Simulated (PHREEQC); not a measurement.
Consider water at 25 °C with 0.0013 mol/kgw NH4HF2, 0.13 mol/kgw (NH4)2SiF6 and 0.00061 mol/kgw H2SO4. Closed to the air; pH follows from the charge balance.

Equilibrium calculation in PHREEQC: ion-association model, phreeqc.dat.

No solid was allowed to form.

Problem. Order these S species by the share of S that they hold, largest first: HSO4-, SO4-2, NH4SO4-.

Solution. SO4-2 (60 %), NH4SO4- (38 %), HSO4- (2.2 %)

The pH is 2.92 and the ionic strength 0.393 mol/kgw. Saturation is exceeded, for instance for Quartz (slow to form), Chalcedony (slow to form); the values hold only as long as no solid forms. SiF6-2 is the database's only silicon fluoride.
